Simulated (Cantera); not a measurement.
## Catalytic combustion on Pt

An isothermal plug-flow reactor at 800 K and 2.20 bar (inlet), inlet velocity 0.51 m/s, active area per volume 180 1/m; feed CO : O2 : N2 = 0.011 : 0.18 : 0.79 (molar parts), equivalence ratio 0.031.

Detailed kinetics in Cantera: Deutschmann's 1995 Pt surface mechanism with GRI-Mech 3.0 gas chemistry. Catalytic surfaces can have several steady states; this one follows from the mechanism file's or the stated starting coverage. Mass transfer to the wall is taken as infinitely fast.

```csv
z (m),x CO,x O2,x H2O,x CO2,θ free Pt,θ O*,θ CO*
0.00029,0.00899,0.183,<1e-12,0.00223,0.0496,0.944,0.00657
0.00057,0.00842,0.182,<1e-12,0.00281,0.0426,0.953,0.00450
0.0011,0.00768,0.182,<1e-12,0.00356,0.0370,0.960,0.00306
0.0021,0.00672,0.182,<1e-12,0.00452,0.0324,0.966,0.00204
0.0041,0.00547,0.181,<1e-12,0.00577,0.0284,0.970,0.00128
0.0079,0.00403,0.181,<1e-12,0.00722,0.0253,0.974,0.000745
0.015,0.00254,0.180,<1e-12,0.00873,0.0230,0.977,0.000386
0.029,0.00117,0.179,<1e-12,0.0101,0.0214,0.978,0.000154
```
x: gas mole fraction; θ: surface coverage.
